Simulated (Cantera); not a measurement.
A perfectly stirred reactor is fed with CH₄ : O₂ : N₂ = 1 : 2.82 : 10.6 (molar parts), equivalence ratio 0.71, at 323 Torr; it is adiabatic with a 525 K inlet, and is followed from long to short residence time, starting on the burning branch (τ in s: 0.11, 0.053, 0.025, 0.012, 0.0057, 0.0027, 0.0013, 0.00063, 0.0003, 0.00014, 6.8e-05).

Computed with Cantera and GRI-Mech 3.0 (53 species, 325 reactions).

### Question
What does this change do: pressure from 323 Torr to 975 Torr?

### Answer
```csv
quantity,before,after
"blow-out, bracketed by the residence times tried","burning at 0.300 ms, out at 0.140 ms","burning at 68.0 µs, the shortest tried"
x(CH₄) at τ = 0.110 s,6.69e-6,4.17e-6
x(O₂) at τ = 0.110 s,0.0567,0.0565
x(C₂H₄) at τ = 0.110 s,3.25e-10,2.34e-10
x(H) at τ = 0.110 s,0.000175,3.77e-5
x(HO₂) at τ = 0.110 s,1.34e-6,1.63e-6
x(CH₄) at τ = 2.70 ms,8.79e-5,5.75e-5
x(O₂) at τ = 2.70 ms,0.0601,0.0579
x(C₂H₄) at τ = 2.70 ms,1.08e-8,1.38e-8
x(H) at τ = 2.70 ms,0.00305,0.000578
x(HO₂) at τ = 2.70 ms,6.29e-6,6.17e-6
```

### Question
What does this change do: N2 10.6 to 17 parts?

### Answer
```tsv
quantity	before	after
blow-out, bracketed by the residence times tried	burning at 0.300 ms, out at 0.140 ms	burning at 1.30 ms, out at 0.630 ms
x(CH₄) at τ = 0.110 s	6.69e-6	1.82e-5
x(O₂) at τ = 0.110 s	0.0567	0.0395
x(C₂H₄) at τ = 0.110 s	3.25e-10	2.43e-9
x(H) at τ = 0.110 s	0.000175	0.000106
x(HO₂) at τ = 0.110 s	1.34e-6	1.99e-6
x(CH₄) at τ = 2.70 ms	8.79e-5	0.000243
x(O₂) at τ = 2.70 ms	0.0601	0.0433
x(C₂H₄) at τ = 2.70 ms	1.08e-8	6.80e-8
x(H) at τ = 2.70 ms	0.00305	0.00196
x(HO₂) at τ = 2.70 ms	6.29e-6	9.73e-6
```
